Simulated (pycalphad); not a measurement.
An equivalent pycalphad script:

```python
from pycalphad import Database, equilibrium, calculate, variables as v
import numpy as np
db = Database('COST507.tdb')
comps = ['AL', 'SI', 'VA']
phases = ['DIAMOND_A4', 'FCC_A1', 'LIQUID']
eq = equilibrium(db, comps, phases, {v.X('SI'): 0.4935, v.T: np.arange(2350, 499, -40), v.P: 101325, v.N: 1}, output=['HM', 'SM'])
```

All values are pycalphad results on the COST 507 light-alloy database (1999) (1 atm), not direct measurements. The data set is of 1999 and partly superseded. Amounts are mole fractions of atoms.

Results at three of the temperatures:

```
T = 2270.00 K, P = 101325 Pa, N = 1 mol of atoms
G = -156317 J/mol, H = 83643 J/mol, S = 105.71 J/(mol K)  (SER reference)
chemical potentials (J/mol): Al -171319, Si -140920
phase             fraction      x(Al)      x(Si)
LIQUID              1.0000     0.5065     0.4935
```

```
T = 1190.00 K, P = 101325 Pa, N = 1 mol of atoms
G = -51906 J/mol, H = 42346 J/mol, S = 79.20 J/(mol K)  (SER reference)
chemical potentials (J/mol): Al -63677, Si -39826
phase             fraction      x(Al)      x(Si)
LIQUID              0.8028     0.6309     0.3691
DIAMOND_A4          0.1972   3.42e-05     1.0000
```

```
T = 790.00 K, P = 101325 Pa, N = 1 mol of atoms
G = -25429 J/mol, H = 12747 J/mol, S = 48.32 J/(mol K)  (SER reference)
chemical potentials (J/mol): Al -29684, Si -21061
phase             fraction      x(Al)      x(Si)
FCC_A1              0.5111     0.9911     0.0089
DIAMOND_A4          0.4889   2.66e-07     1.0000
```

Changes of the phase set, refined by bisection:

```csv
T (°C),phases above,phases below
1055.6,LIQUID,DIAMOND_A4 + LIQUID
577.0,DIAMOND_A4 + LIQUID,DIAMOND_A4 + FCC_A1
```

FCC_A1 is fcc; DIAMOND_A4 is diamond (Si).
